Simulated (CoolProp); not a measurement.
Aqueous ethanol as a coolant, 53 % by mass, freezing at -39.8 °C, 1 atm.

Model: Melinder's fits for secondary coolants, in CoolProp.

| T (°C) | conductivity (W/(m K)) | density (kg/m³) | Prandtl number | viscosity (mPa s) |
|---|---|---|---|---|
| -5.7 | 0.300 | 927.4 | 96.4 | 8.29 |
| -1.6 | 0.301 | 924.1 | 80.0 | 6.80 |
| 2.6 | 0.301 | 920.8 | 66.7 | 5.61 |
| 6.8 | 0.302 | 917.4 | 56.3 | 4.69 |
| 10.9 | 0.303 | 914.1 | 48.1 | 3.97 |
| 15.1 | 0.304 | 910.7 | 41.2 | 3.37 |
| 19.2 | 0.305 | 907.4 | 35.7 | 2.90 |
| 23.4 | 0.306 | 904.0 | 31.0 | 2.51 |
| 27.5 | 0.306 | 900.7 | 27.2 | 2.18 |
| 31.7 | 0.307 | 897.3 | 23.8 | 1.90 |
| 35.8 | 0.308 | 893.9 | 20.9 | 1.67 |
| 40 | 0.308 | 890.5 | 18.4 | 1.46 |
